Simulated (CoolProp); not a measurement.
Ethanol at several states: fugacity coefficient from the reference equation and from simpler models built on Tc = 514.7 K, pc = 6.268 MPa, ω = 0.644; each cubic takes its own stable root.

Model: reference Helmholtz-energy equation of state, Schroeder 2014, in CoolProp.

```tsv
T (K)	p (MPa)	phase	reference	van der Waals	Redlich-Kwong	Soave-Redlich-Kwong
359.1	0.0801	gas	0.9776	0.9912	0.9882	0.9845
307.4	20	liquid	0.001036	0.05504	0.01055	0.001063
303.4	2.25	liquid	0.004936	0.2171	0.04908	0.004656
549.1	2.44	gas	0.9161	0.9021	0.8926	0.9012
```
